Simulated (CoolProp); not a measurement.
A Linde-Hampson liquefier for CF4 (R14): isothermal reversible compression at 280 K from 1 atm to 10 MPa, throttling to 1 atm, return gas leaving the recuperator 10 K below the feed. Each further row changes one setting.

Model: reference Helmholtz-energy equation of state, Platzer 1990, in CoolProp. This equation is an older, rougher fit; its heat capacities, sound speeds and derivatives of the liquid may be far off and weren't checked against measurements.

```tsv
case	liquid yield per pass	compression work (kJ/kg of gas)
as stated	0.223	109
high pressure 20 MPa	0.310	121
warm-end temperature 310 K	0.136	126
warm-end gap 15 K	0.211	109
```
